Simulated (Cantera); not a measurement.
**Calcination and drying: Mg(OH)2 + H2O + O2**

A closed system holds: 1 mol Mg(OH)2, 0.92 mol H2O, 2.2 mol O2, at 575 K.

Cantera equilibrium calculation (NASA polynomials, part measured and part estimated; ideal gas, pure solids and liquids). Candidate condensed phases: H2O, Mg, MgO, Mg(OH)2; 15 gas species. The numbers say what is thermodynamically allowed, not how fast it happens.

```json
[
 {"P (Pa)": "10", "log p O2": "-4.27", "log p H2O": "-4.33", "n MgO(s)": "1.00", "n Mg(OH)2(s)": "0"},
 {"P (Pa)": "52", "log p O2": "-3.56", "log p H2O": "-3.62", "n MgO(s)": "1.00", "n Mg(OH)2(s)": "0"},
 {"P (Pa)": "270", "log p O2": "-2.84", "log p H2O": "-2.90", "n MgO(s)": "1.00", "n Mg(OH)2(s)": "0"},
 {"P (Pa)": "1400", "log p O2": "-2.13", "log p H2O": "-2.19", "n MgO(s)": "1.00", "n Mg(OH)2(s)": "0"},
 {"P (Pa)": "7200", "log p O2": "-1.42", "log p H2O": "-1.47", "n MgO(s)": "1.00", "n Mg(OH)2(s)": "0"},
 {"P (Pa)": "37000", "log p O2": "-0.70", "log p H2O": "-0.76", "n MgO(s)": "1.00", "n Mg(OH)2(s)": "0"},
 {"P (Pa)": "190000", "log p O2": "0.01", "log p H2O": "-0.05", "n MgO(s)": "1.00", "n Mg(OH)2(s)": "0"},
 {"P (Pa)": "1000000", "log p O2": "0.85", "log p H2O": "0.47", "n MgO(s)": "0", "n Mg(OH)2(s)": "1.00"}
]
```
log p: log10 of the partial pressure in bar; n: condensed amount in mol.

From 10.0 Pa to 1.90 bar the condensed part is MgO(s). At 10.0 bar the condensed part is Mg(OH)2(s).
